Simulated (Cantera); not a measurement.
What does this Cantera script print?

```python
import numpy as np
import cantera as ct

gas_names = """
    CL CL2 H HCL H2 Si SiCL SiCL2 SiCL3 SiCL4 SiH SiHCL3 SiH2 SiH2CL2 SiH3 SiH3CL SiH4 Si2 Si3
""".split()
cond_names = """
    Si(cr) Si(L)
""".split()


# ... load() reads the species with a 1 bar reference pressure and builds the phases ...
atoms = {
    'Si': {'Si': 1},
    'Cl2': {'CL': 2},
    'H2': {'H': 2},
}
top_T = {}  # K; cautious upper limits of use, not melting points


# ... equilibrate(T, P, feed) seeds the gas with the atoms and calls Mixture.equilibrate('TP', solver="vcs", rtol=1e-11, max_steps=5000) ...
results = []
feed = {'Si': 1, 'Cl2': 2.3, 'H2': 19}  # mol
P = 100000  # Pa
for T in [850, 900, 950, 1000, 1050, 1100, 1150, 1200, 1250, 1300, 1350, 1400, 1450]:
    mix = equilibrate(T, P, feed)
    results.append((T, P, feed, dict(zip(mix.species_names, mix.species_moles))))

top = {s: max(r[3][s] / sum(r[3][g] for g in gas_names) for r in results) for s in gas_names}
cols = sorted((s for s in top if top[s] > 0.001), key=lambda s: -top[s])[:7]
seen = [c for c in cond_names if any(r[3].get(c, 0) > 1e-12 for r in results)]
print("log10 of partial pressures in bar; condensed amounts in mol")
print(f"{'T/K':>10s}" + "".join(f"{s[:9]:>10s}" for s in cols + seen))
for T, P, feed, n in results:
    ng = sum(n[g] for g in gas_names)
    print(f"{T:10.4g}" + "".join(f"{np.log10(max(n[s] / ng * P / 1e5, 1e-99)):10.3f}" for s in cols)
          + "".join(f"{n.get(c, 0):10.4g}" for c in seen))
```

Result:

```
log10 of partial pressures in bar; condensed amounts in mol
       T/K        H2       HCL     SiCL4     SiCL2    SiHCL3     SiCL3   SiH2CL2
       850    -0.037    -1.497    -1.328    -7.574    -2.648    -5.376    -5.023
       900    -0.037    -1.479    -1.341    -6.597    -2.446    -4.808    -4.574
       950    -0.038    -1.456    -1.358    -5.745    -2.279    -4.313    -4.193
      1000    -0.039    -1.429    -1.379    -4.999    -2.141    -3.881    -3.870
      1050    -0.041    -1.400    -1.406    -4.343    -2.030    -3.503    -3.597
      1100    -0.042    -1.368    -1.437    -3.767    -1.942    -3.174    -3.369
      1150    -0.044    -1.333    -1.475    -3.265    -1.878    -2.890    -3.183
      1200    -0.046    -1.293    -1.522    -2.834    -1.840    -2.649    -3.042
      1250    -0.049    -1.246    -1.581    -2.474    -1.832    -2.455    -2.949
      1300    -0.052    -1.194    -1.656    -2.183    -1.855    -2.306    -2.904
      1350    -0.056    -1.140    -1.753    -1.955    -1.911    -2.203    -2.905
      1400    -0.060    -1.088    -1.876    -1.782    -1.998    -2.143    -2.944
      1450    -0.065    -1.042    -2.027    -1.652    -2.114    -2.121    -3.011
```

These are equilibrium values from Cantera (NASA tables, ideal gas, pure condensed phases), not measurements of a reactor. The tables' values for SiCl3 are old estimates; treat these amounts as uncertain.
